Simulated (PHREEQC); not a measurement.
Make-up at 25 °C: 0.19 mol NaHCO3 per kg of water. Closed to the air; pH follows from the charge balance.

Computed with PHREEQC (ion-association model, phreeqc.dat).

This is a speciation only: nothing precipitates in the calculation.

### Question
Predict the pH.

### Answer
pH 7.93.

### Question
In which forms is C present?

### Answer
HCO3- 91 %, NaHCO3 5.0 %, CO2 1.8 %, NaCO3- 0.9 %, CO3-2 0.9 % of the C.

Species that the database lacks are ignored.
